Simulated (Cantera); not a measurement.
## Premixed flame

A freely propagating, adiabatic, planar premixed flame of 8.82 % CH4, 19.1 % O2, 72.0 % N2, unburnt at 373 K and 320000 Pa; multicomponent transport, grid criteria slope 0.08 and curve 0.16, no radiation.

Cantera simulation using GRI-Mech 3.0 (53 species, 325 reactions); the numbers are that mechanism's predictions, not measurements. Burning velocities carry a grid error of a few per cent, more on coarse grids.

| z (mm) | T (K) | u (m/s) | x CH4 | x O2 | x NO | x OH | x C2H | x H |
|---|---|---|---|---|---|---|---|---|
| -0.577 | 373 | 0.324 | 0.0881 | 0.191 | <1e-8 | <1e-8 | <1e-8 | <1e-8 |
| -0.385 | 376 | 0.326 | 0.0879 | 0.191 | <1e-8 | <1e-8 | <1e-8 | <1e-8 |
| -0.288 | 387 | 0.336 | 0.0872 | 0.190 | 1.08e-8 | <1e-8 | <1e-8 | <1e-8 |
| -0.192 | 475 | 0.414 | 0.0823 | 0.183 | 1.33e-7 | 8.04e-8 | <1e-8 | <1e-8 |
| -0.0961 | 941 | 0.831 | 0.0557 | 0.144 | 2.65e-6 | 7.98e-6 | <1e-8 | 7.63e-6 |
| -0.0481 | 1370 | 1.22 | 0.0291 | 0.102 | 6.90e-6 | 0.000121 | <1e-8 | 0.000146 |
| 0 | 1772 | 1.58 | 0.00516 | 0.0559 | 1.29e-5 | 0.00176 | 9.92e-8 | 0.00129 |
| 0.0481 | 1933 | 1.71 | 0.000156 | 0.0335 | 1.97e-5 | 0.00535 | 2.73e-8 | 0.00240 |
| 0.0961 | 1999 | 1.76 | 2.80e-6 | 0.0272 | 2.40e-5 | 0.00630 | <1e-8 | 0.00224 |
| 0.192 | 2075 | 1.82 | <1e-8 | 0.0229 | 2.94e-5 | 0.00597 | <1e-8 | 0.00147 |
| 0.385 | 2143 | 1.87 | <1e-8 | 0.0198 | 3.68e-5 | 0.00490 | <1e-8 | 0.000700 |
| 0.769 | 2190 | 1.91 | <1e-8 | 0.0176 | 4.64e-5 | 0.00376 | <1e-8 | 0.000292 |
| 1.54 | 2213 | 1.93 | <1e-8 | 0.0165 | 5.94e-5 | 0.00306 | <1e-8 | 0.000149 |
x: mole fraction of selected species; z is measured from the peak of heat release.

| Item | Value |
|---|---|
| laminar burning velocity | 32.3 cm/s |
| thermal thickness | 0.192 mm |
| peak x(OH) | 0.00633 |
| peak x(C2H) | 1.26e-7 |
| peak x(H) | 0.00243 |
| grid points | 149 |
